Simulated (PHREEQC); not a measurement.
Dissolve 0.081 mol/kgw CuCl2, 0.0034 mol/kgw HNO3 and 5.3e-05 mol/kgw NaCl at 45 °C. Closed to the air; pH follows from the charge balance.

The numbers come from PHREEQC with the ion-association model, phreeqc.dat.

```
Item                     Result
----------------  -------------
pH                         2.57
ionic strength    0.207 mol/kgw
density             1.000 g/cm³
total alkalinity   -3.40 meq/kg
```

```tsv
species	molality	activity	log γ
Cl-	0.142	0.100	-0.152
Cu+2	0.0618	0.0193	-0.506
CuCl+	0.0184	0.0130	-0.150
H+	0.00340	0.00269	-0.102
NO3-	0.00340	0.00232	-0.166
CuCl2	0.000816	0.000856	0.021
Na+	5.30e-5	3.91e-5	-0.132
CuCl3-	5.99e-7	4.24e-7	-0.150
CuOH+	1.01e-7	7.15e-8	-0.150
Cu2(OH)2+2	4.88e-8	1.44e-8	-0.531
CuCl4-2	1.16e-9	3.28e-10	-0.549
```

Precipitation was switched off in this run. Species that the database lacks are ignored. At this temperature some constants are extrapolated from 25 °C, and those without enthalpy data are left unchanged.
